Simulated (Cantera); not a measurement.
An isothermal, constant-pressure homogeneous reactor starts with CH4 : H2 = 0.01 : 1 (molar parts), at 1400 K and 0.0267 bar. Integrator tolerance rtol = 1e-08.

Cantera simulation using GRI-Mech 3.0 (53 species, 325 reactions); the numbers are that mechanism's predictions, not measurements. GRI-Mech 3.0 stops at C3 and has no aromatics, soot or wall deposition, so with more carbon than oxygen in the feed, carbon stays in small species such as C2H2 where larger ones or solid carbon would form. Radical loss at walls, strong at low pressure, is not modelled.

Problem. What does this change do: temperature 1400 to 1875 K?

Solution. 
| quantity | before | after |
|---|---|---|
| x(CH4) at 3.00 s | 0.00988 (gas-phase equilibrium 0.00385) | 0.000256 (gas-phase equilibrium 6.20e-5) |
| x(H2) at 3.00 s | 0.990 (gas-phase equilibrium 0.993) | 0.991 (gas-phase equilibrium 0.991) |
| x(CH2) at 3.00 s | 1.11e-10 (gas-phase equilibrium 5.03e-11) | 9.93e-8 (gas-phase equilibrium 2.44e-8) |
| x(H) at 3.00 s | 2.76e-5 (gas-phase equilibrium 2.99e-5) | 0.00401 (gas-phase equilibrium 0.00403) |
| x(C2H4) at 3.00 s | 1.72e-6 (gas-phase equilibrium 6.39e-5) | 1.79e-6 (gas-phase equilibrium 1.81e-6) |
| x(C2H2) at 3.00 s | 7.51e-6 (gas-phase equilibrium 0.00293) | 0.00475 (gas-phase equilibrium 0.00486) |
| x(CH3) at 3.00 s | 5.52e-6 (gas-phase equilibrium 2.32e-6) | 2.07e-5 (gas-phase equilibrium 5.04e-6) |

Problem. What does this change do: temperature 1400 to 2850 K?

Solution. 
```tsv
quantity	before	after
x(CH4) at 3.00 s	0.00988 (gas-phase equilibrium 0.00385)	2.91e-7 (gas-phase equilibrium 2.92e-7)
x(H2) at 3.00 s	0.990 (gas-phase equilibrium 0.993)	0.551 (gas-phase equilibrium 0.551)
x(CH2) at 3.00 s	1.11e-10 (gas-phase equilibrium 5.03e-11)	5.53e-6 (gas-phase equilibrium 5.56e-6)
x(H) at 3.00 s	2.76e-5 (gas-phase equilibrium 2.99e-5)	0.445 (gas-phase equilibrium 0.445)
x(C2H4) at 3.00 s	1.72e-6 (gas-phase equilibrium 6.39e-5)	1.20e-8 (gas-phase equilibrium 1.20e-8)
x(C2H2) at 3.00 s	7.51e-6 (gas-phase equilibrium 0.00293)	0.00334 (gas-phase equilibrium 0.00334)
x(CH3) at 3.00 s	5.52e-6 (gas-phase equilibrium 2.32e-6)	3.85e-6 (gas-phase equilibrium 3.87e-6)
```
